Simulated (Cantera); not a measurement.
A perfectly stirred reactor is fed with 13.9 % CH₄, 1.32 % CO, 17.8 % O₂, 66.9 % N₂, equivalence ratio 1.6, at 370000 Pa; it is adiabatic with a 700 K inlet, and is followed from long to short residence time, starting on the burning branch (τ in s: 0.03, 0.016, 0.0083, 0.0044, 0.0023, 0.0012, 0.00063, 0.00033, 0.00017, 9e-05, 4.7e-05, 2.5e-05).

Model: GRI-Mech 3.0 (53 species, 325 reactions), integrated in Cantera.

One state of this run: T (K) = 2121; x CH₄ = 0.00490; x CO = 0.0912; x O₂ = 0.00353; x OH = 0.000322; x N₂O = 2.55e-8. x: mole fraction; the columns are a selection and need not sum to one.

Problem. Which value of τ (s) does it belong to?
(A) 0.00063
(B) 0.0012
(C) 0.00033
(D) 0.016

Solution. A, 0.00063
